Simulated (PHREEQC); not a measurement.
0.33 g of hydrous ferric oxide (600 m²/g; 0.2 weak and 0.005 strong sites per Fe, Dzombak-Morel constants, diffuse double layer) in 1 kg of water with 0.005 mol/kgw of an inert sodium salt and 0.00027 mol/kgw ZnSO4, at 25 °C; the pH is set by adding NaOH or the inert anion's acid. Oxygen alone is held at its pressure in air (log pO2 = -0.68). No CO2 enters from the air. Precipitation was switched off in this run.

Base run: PHREEQC, ion-association model, wateq4f.dat. Each further column changes one thing. The table gives Zn sorbed (%).

```csv
pH,base,no electrostatic term (-no_edl),background salt from 0.005 to 0.0005 mol/kgw,oxide from 0.33 to 1.7 g/kgw,0.00075 mol/kgw SrCl2 added
4,0.1,0.1,0.1,0.2,0.1
5,3.0,3.5,3.2,[?],2.9
5.5,7.0,[?],7.3,27.2,6.9
6.5,39.0,67.2,41.4,81.6,38.1
7,68.5,93.0,70.5,96.7,67.7
8,96.1,99.6,[?],[?],96.0
9,99.3,99.4,99.3,100.0,99.0
9.5,99.3,96.5,99.4,100.0,[?]
10.5,99.0,33.7,99.2,100.0,61.1
11,98.2,9.7,98.7,100.0,23.3
12,78.3,0.2,[?],99.4,1.8
```

Question: Complete the blanks.

Answer: 
- 5, oxide from 0.33 to 1.7 g/kgw: 9.4
- 5.5, no electrostatic term (-no_edl): 8.6
- 8, background salt from 0.005 to 0.0005 mol/kgw: 96.3
- 8, oxide from 0.33 to 1.7 g/kgw: 99.9
- 9.5, 0.00075 mol/kgw SrCl2 added: 97.4
- 12, background salt from 0.005 to 0.0005 mol/kgw: 81.4

In at least one series the solution becomes supersaturated in solids that the run did not let form, among them Zn(OH)2-e.
